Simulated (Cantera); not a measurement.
Premixed flame

A freely propagating, adiabatic, planar premixed flame of 3.48 % C3H8, 20.2 % O2, 76.3 % N2, equivalence ratio 0.86, unburnt at 350 K and 22000 Pa; mixture-averaged transport, grid criteria slope 0.08 and curve 0.16, no radiation.

Detailed kinetics in Cantera: GRI-Mech 3.0 (53 species, 325 reactions). GRI-Mech 3.0 was tuned for natural gas; its chemistry of propane as a main component is partial and can be far from experiment. Burning velocities carry a grid error of a few per cent, more on coarse grids.

```json
[
 {"z (mm)": "-3.87", "T (K)": "350", "u (m/s)": "0.731", "x C3H8": "0.0348", "x O2": "0.202", "x H2O2": "<1e-8", "x OH": "<1e-8", "x CH2": "<1e-8", "x NO": "<1e-8"},
 {"z (mm)": "-2.58", "T (K)": "350", "u (m/s)": "0.733", "x C3H8": "0.0348", "x O2": "0.202", "x H2O2": "3.01e-8", "x OH": "<1e-8", "x CH2": "<1e-8", "x NO": "<1e-8"},
 {"z (mm)": "-1.93", "T (K)": "353", "u (m/s)": "0.739", "x C3H8": "0.0347", "x O2": "0.202", "x H2O2": "1.94e-7", "x OH": "<1e-8", "x CH2": "<1e-8", "x NO": "<1e-8"},
 {"z (mm)": "-1.29", "T (K)": "381", "u (m/s)": "0.802", "x C3H8": "0.0345", "x O2": "0.199", "x H2O2": "1.83e-6", "x OH": "2.93e-7", "x CH2": "<1e-8", "x NO": "1.97e-8"},
 {"z (mm)": "-0.645", "T (K)": "704", "u (m/s)": "1.52", "x C3H8": "0.0281", "x O2": "0.171", "x H2O2": "7.34e-6", "x OH": "2.45e-5", "x CH2": "1.77e-7", "x NO": "3.73e-7"},
 {"z (mm)": "-0.322", "T (K)": "1111", "u (m/s)": "2.46", "x C3H8": "0.0119", "x O2": "0.131", "x H2O2": "9.58e-6", "x OH": "0.000311", "x CH2": "8.25e-6", "x NO": "1.01e-6"},
 {"z (mm)": "0", "T (K)": "1500", "u (m/s)": "3.39", "x C3H8": "0.000620", "x O2": "0.0870", "x H2O2": "2.38e-6", "x OH": "0.00228", "x CH2": "3.88e-5", "x NO": "2.20e-6"},
 {"z (mm)": "0.322", "T (K)": "1653", "u (m/s)": "3.74", "x C3H8": "1.65e-6", "x O2": "0.0615", "x H2O2": "2.35e-7", "x OH": "0.00517", "x CH2": "1.19e-5", "x NO": "3.77e-6"},
 {"z (mm)": "0.645", "T (K)": "1691", "u (m/s)": "3.82", "x C3H8": "<1e-8", "x O2": "0.0511", "x H2O2": "1.91e-7", "x OH": "0.00669", "x CH2": "7.52e-7", "x NO": "4.95e-6"},
 {"z (mm)": "1.29", "T (K)": "1728", "u (m/s)": "3.88", "x C3H8": "<1e-8", "x O2": "0.0443", "x H2O2": "1.73e-7", "x OH": "0.00767", "x CH2": "<1e-8", "x NO": "6.43e-6"},
 {"z (mm)": "2.58", "T (K)": "1776", "u (m/s)": "3.96", "x C3H8": "<1e-8", "x O2": "0.0406", "x H2O2": "1.41e-7", "x OH": "0.00818", "x CH2": "<1e-8", "x NO": "8.65e-6"},
 {"z (mm)": "5.16", "T (K)": "1837", "u (m/s)": "4.08", "x C3H8": "<1e-8", "x O2": "0.0385", "x H2O2": "1.05e-7", "x OH": "0.00834", "x CH2": "<1e-8", "x NO": "1.24e-5"},
 {"z (mm)": "10.3", "T (K)": "1911", "u (m/s)": "4.23", "x C3H8": "<1e-8", "x O2": "0.0364", "x H2O2": "7.28e-8", "x OH": "0.00812", "x CH2": "<1e-8", "x NO": "1.87e-5"}
]
```
x: mole fraction of selected species; z is measured from the peak of heat release.

```yaml
laminar_burning_velocity: 73.1 cm/s
thermal_thickness: 1.29 mm
peak x(H2O2): 9.58e-6
peak x(OH): 0.00834
peak x(CH2): 3.88e-5
grid_points: 147
```
